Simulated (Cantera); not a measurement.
A closed system holds: 1 mol PbO, 0.12 mol N2, held at 0.975 Torr.

Equilibrium computed with Cantera from the NASA thermochemical tables; the gas is ideal and each condensed phase is pure. Candidate condensed phases: Pb, PbO, PbO2, Pb3O4; 12 gas species. Gases not in the tables: (PbO)n polymers. Kinetics and transport are ignored.

Q: At 1327 °C, list the 5 most abundant gas species with their mole fractions, and the condensed phases.

A: PbO 0.455, Pb 0.303, O2 0.151, N2 0.0906, NO 0.000557. Condensed: gas only.
